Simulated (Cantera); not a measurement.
## Si3N4 + HCl + N2 (nitride etching)

Input: 1 mol Si3N4, a varied amount of HCl, 5.7 mol N2, equilibrated at 1825 K and 0.133 bar.

Method: chemical equilibrium by Gibbs-energy minimisation in Cantera with the NASA 1993 tables (ideal gas, pure condensed phases). Candidate condensed phases: NH4Cl, Si, Si3N4; 28 gas species. The tables' values for SiCl3, SiCl are old estimates; treat these amounts as uncertain. The numbers say what is thermodynamically allowed, not how fast it happens.

From 2.8 mol HCl to 8.6 mol HCl the condensed part is Si3N4(s). From 11 mol HCl to 15 mol HCl nothing is condensed. The main Si-bearing gas is SiCl2 throughout.

```
n(HCl) (mol)   x N2  x HCl   x H2  x SiCl2  x SiCl3   x SiCl4  n Si3N4(s)
------------  -----  -----  -----  -------  -------  --------  ----------
2.8           0.694  0.107  0.101   0.0921  0.00512  0.000439       0.704
3.7           0.639  0.124  0.120    0.109  0.00643  0.000584       0.606
4.9           0.582  0.140  0.141    0.127  0.00786  0.000746       0.473
6.5           0.525  0.155  0.162    0.146  0.00931  0.000915       0.293
8.6           0.472  0.169  0.183    0.164   0.0107   0.00108      0.0546
11            0.416  0.250  0.171    0.145   0.0145   0.00223           0
15            0.344  0.374  0.147    0.111   0.0179   0.00443           0
```
x: gas mole fraction; n: condensed amount in mol.
